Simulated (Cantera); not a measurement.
Input (Python, Cantera) and output of one run.

```python
import numpy as np
import cantera as ct

gas_names = """
    C CN CO CO2 C2 CCN CNC C2N2 C2O C3 C3O2 C4 C4N2 C5 N NCO NO NO2 NO3 N2 N2O O O2 O3 Pb PbO Pb2
""".split()
cond_names = """
    C(gr) Pb(cr) Pb(L) PbO(rd) PbO(yw) PbO(L) PbO2(s) Pb3O4(s)
""".split()


# ... load() reads the species with a 1 bar reference pressure and builds the phases ...
atoms = {
    'PbO': {'Pb': 1, 'O': 1},
    'CO': {'C': 1, 'O': 1},
    'N2': {'N': 2},
}
top_T = {'C(gr)': 4500, 'Pb3O4(s)': 820}  # K; cautious upper limits of use, not melting points


# ... equilibrate(T, P, feed) seeds the gas with the atoms and calls Mixture.equilibrate('TP', solver="vcs", rtol=1e-11, max_steps=5000) ...
results = []
feed = {'PbO': 1, 'CO': 1.5, 'N2': 0.22}  # mol
T = 1548.15  # K
P = 1333.22  # Pa
mix = equilibrate(T, P, feed)
results.append((T, P, feed, dict(zip(mix.species_names, mix.species_moles))))
x = sorted(zip(gas.X, gas.species_names), reverse=True)
print(f"T = {T:g} K  P = {P:g} Pa  gas = {mix.phase_moles(0):.4g} mol")
print("   x: " + "  ".join(f"{s} {v:.3e}" for v, s in x if v > 0.001))
print("   condensed (mol): " + ("  ".join(f"{mix.phase(i).name} {mix.phase_moles(i):.4g}"
      for i in range(1, mix.n_phases) if mix.phase_moles(i) > 1e-12) or "none"))
```

Output:

```
T = 1548.15 K  P = 1333.22 Pa  gas = 2.72 mol
   x: CO2 3.666e-01  Pb 3.665e-01  CO 1.849e-01  N2 8.088e-02  PbO 1.055e-03
   condensed (mol): none
```

Cantera equilibrium calculation (NASA polynomials, part measured and part estimated; ideal gas, pure solids and liquids).
